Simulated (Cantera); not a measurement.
Feed: 1 mol SiCl4, a varied amount of O2, 21 mol H2, at 1448 K and 6.50 Pa.

These are equilibrium values from Cantera (NASA tables, ideal gas, pure condensed phases), not measurements of a reactor. Candidate condensed phases: H2O, Si, SiO2; 30 gas species. The tables' values for SiCl3, SiCl are old estimates; treat these amounts as uncertain. Kinetics and transport are ignored.

Problem. At 0.071 mol O2, list the 5 most abundant gas species with their mole fractions, and the condensed phases.

Solution. H2 0.856, HCl 0.100, SiCl2 0.0361, SiO 0.00613, H 0.00106. Condensed: Si(s).
